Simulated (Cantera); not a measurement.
A closed system holds: 1 mol Si, 0.0031 mol O2, 61 mol H2, 0.0017 mol H2O, held at 777 °C.

Cantera equilibrium calculation (NASA polynomials, part measured and part estimated; ideal gas, pure solids and liquids). Candidate condensed phases: H2O, Si, SiO2; 18 gas species. Mutual solubility and eutectic melting of coexisting phases are not modelled. Kinetics and transport are ignored.

x: gas mole fraction; n: condensed amount in mol.

| P (Pa) | x H2 | x SiO | x H | x SiH4 | n Si(s) | n SiO2(β-quartz) |
|---|---|---|---|---|---|---|
| 0.100 | 1.000 | 0.000129 | 8.11e-6 | <1e-12 | 0.992 | 0 |
| 2.50 | 1.000 | 0.000129 | 1.62e-6 | (withheld) | 0.992 | 0 |
| 63 | 1.000 | 6.03e-6 | 3.23e-7 | (withheld) | 0.996 | 0.00377 |
| 1600 | 1.00 | 2.37e-7 | 6.41e-8 | (withheld) | 0.996 | 0.00394 |
| 40000 | 1.00 | 9.49e-9 | 1.28e-8 | (withheld) | 0.996 | 0.00395 |
| 1000000 | 1.000 | 3.80e-10 | 2.56e-9 | (withheld) | 0.996 | 0.00395 |

Q: Fill in the missing entries.

A: 
- 2.50, x SiH4: 1.17e-11
- 63, x SiH4: 2.96e-10
- 1600, x SiH4: 7.51e-9
- 40000, x SiH4: 1.88e-7
- 1000000, x SiH4: 4.69e-6
